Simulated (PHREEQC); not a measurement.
A solution holds 0.012 mol TMAH, 0.0025 mol K2SiO3 and 0.00044 mol Na2CO3 per kg of water, at 56 °C. Closed to the air; pH follows from the charge balance.

Model: ion-association model, wateq4f.dat, run in PHREEQC.

| quantity | before | after |
|---|---|---|
| pH | 11.22 | 11.78 |
| ionic strength (mol/kgw) | 0.0185 | 0.0186 |

**Question.** Name the change that produced these shifts.
A. K2SiO3 replaced by K2HPO4 at the same molality
B. TMAH replaced by (CH3)4NF at the same molality
C. TMAH from 0.012 to 0.12 mol/kgw
D. TMAH from 0.012 to 0.018 mol/kgw
E. temperature from 56 to 35 °C

**Answer.** E, temperature from 56 to 35 °C

Precipitation was switched off in this run. (CH3)4N+ isn't in the database: it is added as a free cation with an ion size of 4 Å. Constants without temperature data keep their 25 °C values here.
